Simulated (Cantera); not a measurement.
Premixed flame

A freely propagating, adiabatic, planar premixed flame of 48.0 % H₂, 10.9 % O₂, 41.1 % N₂, equivalence ratio 2.2, unburnt at 300 K and 82.5 Torr; mixture-averaged transport, grid criteria slope 0.08 and curve 0.16, no radiation.

Model: the H2/O2 subset of GRI-Mech 3.0, which has no nitrogen chemistry, integrated in Cantera. Burning velocities carry a grid error of a few per cent, more on coarse grids.

| z (mm) | T (K) | u (m/s) | x H₂ | x O₂ | x OH | x H | x H₂O | x O |
|---|---|---|---|---|---|---|---|---|
| -19.4 | 300 | 2.26 | 0.480 | 0.109 | <1e-8 | <1e-8 | <1e-8 | <1e-8 |
| -12.9 | 300 | 2.26 | 0.480 | 0.109 | <1e-8 | <1e-8 | <1e-8 | <1e-8 |
| -9.69 | 300 | 2.26 | 0.480 | 0.109 | <1e-8 | <1e-8 | <1e-8 | <1e-8 |
| -6.46 | 300 | 2.26 | 0.480 | 0.109 | <1e-8 | <1e-8 | <1e-8 | <1e-8 |
| -3.23 | 310 | 2.33 | 0.479 | 0.109 | 1.40e-5 | 1.41e-5 | 0.000144 | 1.11e-6 |
| -1.62 | 584 | 4.28 | 0.444 | 0.103 | 0.000462 | 0.00921 | 0.0209 | 0.000120 |
| 0 | 985 | 7.01 | 0.334 | 0.0654 | 0.000891 | 0.0604 | 0.104 | 0.00228 |
| 1.62 | 1220 | 8.65 | 0.241 | 0.0105 | 0.00147 | 0.101 | 0.209 | 0.00189 |
| 3.23 | 1307 | 9.24 | 0.230 | 0.00103 | 0.00142 | 0.101 | 0.228 | 0.000715 |
| 6.46 | 1397 | 9.81 | 0.236 | 0.000284 | 0.00172 | 0.0901 | 0.231 | 0.000598 |
| 12.9 | 1500 | 10.5 | 0.246 | 0.000237 | 0.00203 | 0.0756 | 0.233 | 0.000541 |
| 25.8 | 1607 | 11.1 | 0.256 | 0.000178 | 0.00219 | 0.0599 | 0.234 | 0.000425 |
| 51.7 | 1708 | 11.7 | 0.266 | 0.000113 | 0.00210 | 0.0448 | 0.237 | 0.000283 |
x: mole fraction of selected species; z is measured from the peak of heat release.

| Property | Value |
|---|---|
| laminar burning velocity | 226 cm/s |
| thermal thickness | 6.46 mm |
| peak x(OH) | 0.00219 |
| peak x(H) | 0.103 |
| peak x(O) | 0.00296 |
| grid points | 146 |
